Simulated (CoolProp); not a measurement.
Properties of R113 along the isobar 44.5 bar (Tc = 487.2 K, pc = 33.92 bar, ω = 0.253).

Values from CoolProp's reference Helmholtz-energy equation of state, Marx 1992.

| T (K) | phase | density (kg/m³) | cv (kJ/(kg K)) | fugacity coefficient |
|---|---|---|---|---|
| 272.8 | liquid | 1632 | 0.6490 | 0.004122 |
| 286.8 | liquid | 1601 | 0.6613 | 0.007724 |
| 300.9 | liquid | 1569 | 0.6736 | 0.01352 |
| 314.9 | liquid | 1536 | 0.6856 | 0.02215 |
| 328.9 | liquid | 1503 | 0.6972 | 0.03440 |
| 342.9 | liquid | 1469 | 0.7084 | 0.05103 |
| 356.9 | liquid | 1434 | 0.7191 | 0.07271 |
| 370.9 | liquid | 1398 | 0.7295 | 0.09997 |
| 385 | liquid | 1360 | 0.7398 | 0.1335 |
| 399 | liquid | 1320 | 0.7498 | 0.1729 |
| 413 | liquid | 1277 | 0.7597 | 0.2184 |
| 427 | liquid | 1230 | 0.7700 | 0.2697 |
| 441 | liquid | 1179 | 0.7807 | 0.3263 |
